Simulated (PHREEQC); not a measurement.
Solution (53 °C): 0.064 mol/kgw (NH4)2SiF6. Closed to the air; pH follows from the charge balance.

Equilibrium calculation in PHREEQC: ion-association model, phreeqc.dat.

The ionic strength comes out as 0.192 mol/kgw. What activity coefficients do F-, NH4+, H+, SiF6-2, HF2- get?

F- 0.70, NH4+ 0.67, H+ 0.79, SiF6-2 0.29, HF2- 0.74.

Precipitation was switched off in this run. Saturation is exceeded, for instance for Quartz (slow to form), Chalcedony (slow to form); the values hold only as long as no solid forms. Species that the database lacks are ignored. Away from 25 °C the constants follow the database's enthalpies or fits; those with neither stay at their 25 °C values. SiF6-2 is the database's only silicon fluoride.
